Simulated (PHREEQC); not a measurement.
## Silver or lead bath (model solution)

Solution (25 °C): 0.015 mol Pb(NO3)2 and 0.00033 mol KNO3 per kg of water. Closed to the air; pH follows from the charge balance.

Equilibrium calculation in PHREEQC: ion-association model, phreeqc.dat.

| Property | Result |
|---|---|
| pH | 4.86 |
| ionic strength | 0.0404 mol/kgw |

```csv
species,molality,activity,log γ
NO3-,0.0279,0.0229,-0.086
Pb+2,0.0125,0.00604,-0.317
PbNO3+,0.00245,0.00204,-0.079
K+,0.000330,0.000273,-0.083
H+,1.61e-5,1.39e-5,-0.064
PbOH+,1.02e-5,8.48e-6,-0.079
Pb2OH+3,5.92e-6,1.15e-6,-0.713
```

No solid was allowed to form. Complexes and solids missing from the database can't appear.
